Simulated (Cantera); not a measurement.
An adiabatic, constant-volume homogeneous reactor starts with 19.7 % CH4, 3.74 % CO, 19.7 % O2, 56.9 % N2, at 1475 K and 1.20 bar.

Model: GRI-Mech 3.0 (53 species, 325 reactions), integrated in Cantera.

One state of this run: T (K) = 2820; P (bar) = 2.79; x CH4 = 5.37e-11; x CO = 0.174; x O2 = 0.000122; x C2H = <1e-12; x OH = 0.00492; x C2H6 = <1e-12. x: mole fraction; the columns are a selection and need not sum to one.

**Question.** Which value of t (s) does it belong to?
(A) 6.02e-5
(B) 1.10e-5
(C) 0.299
(D) 2.00e-6

**Answer.** C, 0.299
